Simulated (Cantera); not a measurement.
A perfectly stirred reactor is fed with 6.44 % CH4, 0.772 % C2H6, 19.4 % O2, 73.4 % N2, equivalence ratio 0.80, at 1100000 Pa; it is adiabatic with a 400 K inlet, and is followed from long to short residence time, starting on the burning branch (τ in s: 0.27, 0.082, 0.025, 0.0075, 0.0023, 0.00069, 0.00021, 6.4e-05, 1.9e-05).

Model: GRI-Mech 3.0 (53 species, 325 reactions), integrated in Cantera.

One state of this run: T (K) = 2024; x CH4 = 0.000156; x C2H6 = 4.28e-6; x O2 = 0.0415; x HO2 = 1.87e-5; x HCO = 9.19e-7; x CH2 = 2.63e-6. x: mole fraction; the columns are a selection and need not sum to one.

Which value of τ (s) does it belong to?
A. 0.00021
B. 0.00069
C. 0.082
D. 0.0075

A, 0.00021
